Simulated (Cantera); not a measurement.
An adiabatic, constant-pressure homogeneous reactor starts with CH₄ : O₂ : N₂ = 1 : 3.08 : 11.6 (molar parts), equivalence ratio 0.65, at 1048 K and 0.580 bar. Integrator tolerance rtol = 1e-08.

Detailed kinetics in Cantera: GRI-Mech 3.0 (53 species, 325 reactions).

```
quantity                                                              before                                    after
---------------------------------  -----------------------------------------  ---------------------------------------
time of steepest temperature rise                                    0.656 s                                  0.896 s
temperature at 1.00 s                                                 2285 K                                   2547 K
equilibrium temperature                                               2285 K                                   2547 K
x(CH₄) at 1.00 s                       <1e-12 (gas-phase equilibrium <1e-12)    <1e-12 (gas-phase equilibrium <1e-12)
x(O₂) at 1.00 s                        0.0646 (gas-phase equilibrium 0.0644)  0.00450 (gas-phase equilibrium 0.00450)
x(C₂H₄) at 1.00 s                      <1e-12 (gas-phase equilibrium <1e-12)    <1e-12 (gas-phase equilibrium <1e-12)
x(H) at 1.00 s                     0.000413 (gas-phase equilibrium 0.000411)  0.00654 (gas-phase equilibrium 0.00654)
x(N₂O) at 1.00 s                     3.30e-7 (gas-phase equilibrium 3.32e-7)  1.32e-7 (gas-phase equilibrium 1.32e-7)
x(H₂) at 1.00 s                      0.00121 (gas-phase equilibrium 0.00121)    0.0256 (gas-phase equilibrium 0.0256)
```

Q: What was changed between the two runs?
(A) constant volume in place of constant pressure
(B) initial temperature 1048 to 1550 K
(C) pressure from 0.580 bar to 16.0 bar
(D) CH4 1 to 1.8 parts

A: D, CH4 1 to 1.8 parts
